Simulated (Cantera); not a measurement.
Si3N4 + H2O (nitride etching)

Charge: 1 mol Si3N4, 0.87 mol H2O, equilibrated at 0.00133 bar.

Cantera equilibrium calculation (NASA polynomials, part measured and part estimated; ideal gas, pure solids and liquids). Candidate condensed phases: H2O, Si, SiO2, Si2N2O, Si3N4; 35 gas species. Mutual solubility and eutectic melting of coexisting phases are not modelled. The tables' values for SiN are old estimates; treat these amounts as uncertain. Gases not in the tables: Si2H6 and higher silanes. Equilibrium is a limit: real reactors are often held back by kinetics, nucleation or transport.

| T (K) | x H2 | x N2 | x SiO | x Si | x H | n Si2N2O(s) | n Si3N4(s) | n Si(s) | n Si(l) |
|---|---|---|---|---|---|---|---|---|---|
| 950 | 0.750 | 0.250 | <1e-12 | <1e-12 | 1.32e-8 | 0.870 | 0.420 | 0 | 0 |
| 1050 | 0.750 | 0.250 | <1e-12 | <1e-12 | 1.92e-7 | 0.870 | 0.420 | 0 | 0 |
| 1150 | 0.750 | 0.250 | 2.36e-10 | <1e-12 | 1.77e-6 | 0.870 | 0.420 | 0 | 0 |
| 1250 | 0.750 | 0.250 | 3.10e-8 | 3.26e-11 | 1.15e-5 | 0.870 | 0.420 | 0 | 0 |
| 1350 | 0.750 | 0.250 | 1.95e-6 | 4.55e-9 | 5.65e-5 | 0.870 | 0.420 | 0 | 0 |
| 1450 | 0.750 | 0.250 | 6.86e-5 | 3.19e-7 | 0.000224 | 0.870 | 0.420 | 0 | 0 |
| 1550 | 0.748 | 0.250 | 0.00151 | 1.28e-5 | 0.000746 | 0.868 | 0.421 | 0 | 0 |
| 1650 | 0.463 | 0.517 | 0.0177 | 0.000201 | 0.00169 | 0.837 | 0.0967 | 1.00 | 0 |
| 1750 | 0.230 | 0.533 | 0.232 | 0.00113 | 0.00306 | 0 | 0 | 0 | 2.13 |
| 1850 | 0.227 | 0.530 | 0.231 | 0.00484 | 0.00703 | 0 | 0 | 0 | 2.11 |
| 1950 | 0.219 | 0.521 | 0.227 | 0.0179 | 0.0147 | 0 | 0 | 0 | 2.06 |
| 2050 | 0.201 | 0.495 | 0.216 | 0.0580 | 0.0279 | 0 | 0 | 0 | 1.88 |
x: gas mole fraction; n: condensed amount in mol.

From 950 K to 1550 K the condensed part is Si2N2O(s) + Si3N4(s). At 1650 K the condensed part is Si(s) + Si2N2O(s) + Si3N4(s). From 1750 K to 2050 K the condensed part is Si(l).
